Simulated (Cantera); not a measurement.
Input: 1 mol toluene, 0.36 mol H₂O, 12 mol N₂, 0.046 mol NH₃, at 7.50 Torr.

Equilibrium computed with Cantera from the NASA thermochemical tables; the gas is ideal and each condensed phase is pure. Candidate condensed phases: C, C₆H₆, C₇H₈, C₈H₁₈, H₂O; 136 gas species. Equilibrium is a limit: real reactors are often held back by kinetics, nucleation or transport.

Over these rows the condensed part is C(graphite). Partial pressures as log10 of bar:

```json
[
 {"T (K)": "1300", "1000/T (1/K)": "0.7692", "log p HCN": "-6.05", "log p N₂": "-2.15", "log p H₂": "-2.58", "log p CO": "-3.67"},
 {"T (K)": "1500", "1000/T (1/K)": "0.6667", "log p HCN": "-5.34", "log p N₂": "-2.15", "log p H₂": "-2.58", "log p CO": "-3.67"},
 {"T (K)": "1700", "1000/T (1/K)": "0.5882", "log p HCN": "-4.80", "log p N₂": "-2.15", "log p H₂": "-2.58", "log p CO": "-3.67"},
 {"T (K)": "1900", "1000/T (1/K)": "0.5263", "log p HCN": "-4.38", "log p N₂": "-2.15", "log p H₂": "-2.59", "log p CO": "-3.67"},
 {"T (K)": "2100", "1000/T (1/K)": "0.4762", "log p HCN": "?", "log p N₂": "-2.15", "log p H₂": "-2.60", "log p CO": "-3.67"},
 {"T (K)": "2300", "1000/T (1/K)": "0.4348", "log p HCN": "-3.79", "log p N₂": "-2.16", "log p H₂": "-2.65", "log p CO": "-3.68"}
]
```

Fit log p(HCN) = a + b·(1000/T) to the five rows, give the apparent enthalpy, and predict the row at 2100 K.

Means: 1000/T = 0.5970, log p = -4.872. Sxy = -0.446390, Sxx = 0.0658957, so b = -6.77 and a = -4.872 − (-6.77)×0.5970 = -0.83.
Apparent enthalpy: −19.145 × (-6.77) = 130 kJ/mol. With the condensed phases at unit activity, C(graphite) + 1/2 N₂(g) + 1/2 H₂(g) = HCN(g) links this pressure to the main gases: over the six rows their terms move log p by -0.04 in all, so the slope is close to that reaction's ΔH°. The five rows lie within 0.02 of the line.
Prediction at 2100 K: -0.83 + (-6.77)×0.4762 = -4.05. The computed value is -4.05, 0.00 from the line.
